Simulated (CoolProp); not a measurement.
Ethanol along the isotherm 208.65 °C: fugacity coefficient from the reference equation and from simpler models built on Tc = 241.6 °C, pc = 6268 kPa, ω = 0.644; each cubic takes its own stable root.

Model: reference Helmholtz-energy equation of state, Schroeder 2014, in CoolProp.

```csv
p (kPa),phase,reference
4180,liquid,0.6532
8360,liquid,0.3562
12500,liquid,0.2587
16700,liquid,0.2101
20900,liquid,0.1818
25100,liquid,0.1637
29300,liquid,0.1514
33400,liquid,0.1431
37600,liquid,0.1370
41800,liquid,0.1327
46000,liquid,0.1298
50100,liquid,0.1279
54300,liquid,0.1268
58500,liquid,0.1264
62700,liquid,0.1266
```

Question: How far does each simpler model (van der Waals, Redlich-Kwong, Soave-Redlich-Kwong, Peng-Robinson) lie from the reference over these 15 states: mean and median of the absolute difference, and the worst?

Answer: 
- van der Waals: mean 87.7 %, median 86.1 %, worst +156.8 % at 208.65 °C and 62700 kPa
- Redlich-Kwong: mean 34.2 %, median 35.0 %, worst +52.1 % at 208.65 °C and 62700 kPa
- Soave-Redlich-Kwong: mean 14.4 %, median 14.7 %, worst +27.7 % at 208.65 °C and 62700 kPa
- Peng-Robinson: mean 3.8 %, median 3.4 %, worst +7.8 % at 208.65 °C and 62700 kPa

At some of these states van der Waals, Redlich-Kwong gives the other phase, because its saturation line lies elsewhere.
